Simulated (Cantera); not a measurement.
Mixture: C₃H₈ : O₂ : N₂ = 1 : 2.78 : 8.33 (molar parts), at 31.0 bar, adiabatic and at constant volume. Ignition delay is the time to a rise of 400 K.

Detailed kinetics in Cantera: GRI-Mech 3.0 (53 species, 325 reactions). GRI-Mech 3.0 was tuned for natural gas; its chemistry of propane as a main component is partial and can be far from experiment. The pressure lies above the range GRI-Mech 3.0 was tuned for (to about 10 atm).

Task: What does this change do: 1.1 parts H2 added?

Result: 
```json
[
 {"quantity": "delay at 1300 K", "before": "0.121 ms", "after": "41.9 µs"},
 {"quantity": "delay at 1400 K", "before": "27.9 µs", "after": "15.6 µs"},
 {"quantity": "delay at 1500 K", "before": "8.04 µs", "after": "5.92 µs"},
 {"quantity": "delay at 1600 K", "before": "2.94 µs", "after": "2.50 µs"},
 {"quantity": "apparent activation energy between 1550 and 1650 K", "before": "190 kJ/mol", "after": "170 kJ/mol"}
]
```

Task: What does this change do: pressure from 31.0 bar to 0.330 bar?

Result: 
```json
[
 {"quantity": "delay at 1300 K", "before": "0.121 ms", "after": "1.39 ms"},
 {"quantity": "delay at 1400 K", "before": "27.9 µs", "after": "0.363 ms"},
 {"quantity": "delay at 1500 K", "before": "8.04 µs", "after": "0.135 ms"},
 {"quantity": "delay at 1600 K", "before": "2.94 µs", "after": "65.7 µs"},
 {"quantity": "apparent activation energy between 1550 and 1650 K", "before": "190 kJ/mol", "after": "130 kJ/mol"}
]
```

Task: What does this change do: pressure from 31.0 bar to 1.01 bar?

Result: 
| quantity | before | after |
|---|---|---|
| delay at 1300 K | 0.121 ms | 0.802 ms |
| delay at 1400 K | 27.9 µs | 0.189 ms |
| delay at 1500 K | 8.04 µs | 63.5 µs |
| delay at 1600 K | 2.94 µs | 28.3 µs |
| apparent activation energy between 1550 and 1650 K | 190 kJ/mol | 150 kJ/mol |
